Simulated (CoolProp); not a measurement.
Vapour-liquid equilibrium of benzene (1) + p-xylene (2) at 16.6 kPa; x and y are mole fractions of (1).

The numbers come from the multi-fluid Helmholtz-energy mixture model, Thol 2012 and Zhou 2012; pair parameters Bell 2016 in CoolProp.

| x | bubble temperature (°C) | y at the bubble point | dew temperature at overall composition x (°C) | liquid density (mol/L) |
|---|---|---|---|---|
| 0.05 | ___ | 0.246 | 80.4 | 7.760 |
| 0.2 | 61.6 | 0.643 | 76.8 | ___ |
| 0.35 | 52.1 | ___ | 72.5 | 8.711 |
| 0.5 | ___ | ___ | 67.5 | ___ |
| 0.65 | 39.8 | 0.945 | 61.3 | ___ |
| 0.8 | 35.5 | 0.975 | 52.9 | ___ |
| 0.95 | 32.0 | 0.995 | 39.1 | 10.89 |

Problem. Complete the blanks.

Solution. 
- 0.05, bubble temperature (°C): 75.5
- 0.2, liquid density (mol/L): 8.235
- 0.35, y at the bubble point: 0.812
- 0.5, bubble temperature (°C): 45.1
- 0.5, y at the bubble point: 0.897
- 0.5, liquid density (mol/L): 9.204
- 0.65, liquid density (mol/L): 9.725
- 0.8, liquid density (mol/L): 10.28

No azeotrope shows between x = 0.05 and 0.95.

Pair parameters are fitted to limited data, so mixtures are less certain than the pure fluids.
